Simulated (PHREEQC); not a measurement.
A solution holds 2.7 mmol/kgw KH2PO4, 100 mmol/kgw NaF and 0.38 mmol/kgw NaCl, at 3.7 °C. Closed to the air; pH follows from the charge balance.

All values are PHREEQC results (ion-association model, phreeqc.dat), not measurements.

Precipitation was switched off in this run.

Q: Order these P species by the share of P that they hold, largest first: H2PO4-, NaHPO4-, HPO4-2.

A: H2PO4- (94 %), HPO4-2 (6.0 %), NaHPO4- (0.44 %)

The pH is 5.76 and the ionic strength 0.100 mol/kgw. At this temperature some constants are extrapolated from 25 °C, and those without enthalpy data are left unchanged.
